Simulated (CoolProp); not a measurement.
Octamethyltrisiloxane (MDM) along the isobar 101 kPa: Z from the reference equation and from simpler models built on Tc = 565.4 K, pc = 1438 kPa, ω = 0.528; each cubic takes its own stable root.

Computed with CoolProp (reference Helmholtz-energy equation of state, Thol 2017).

```csv
T (K),phase,reference,van der Waals,Peng-Robinson
198.9,liquid,0.01583,0.02830,0.01653
220.7,liquid,0.01460,0.02595,0.01507
242.5,liquid,0.01362,0.02405,0.01389
264.3,liquid,0.01281,0.02251,0.01293
286.1,liquid,0.01214,0.02124,0.01214
307.9,liquid,0.01158,0.02019,0.01148
329.7,liquid,0.01113,0.9221,0.01094
351.5,liquid,0.01075,0.9332,0.01051
373.3,liquid,0.01045,0.9422,0.01016
395.1,liquid,0.01021,0.9495,0.009901
416.9,liquid,0.01005,0.9556,0.009734
438.8,gas,0.9346,0.9607,0.9355
460.6,gas,0.9462,0.9650,0.9451
```

At some of these states van der Waals gives the other phase, because its saturation line lies elsewhere.
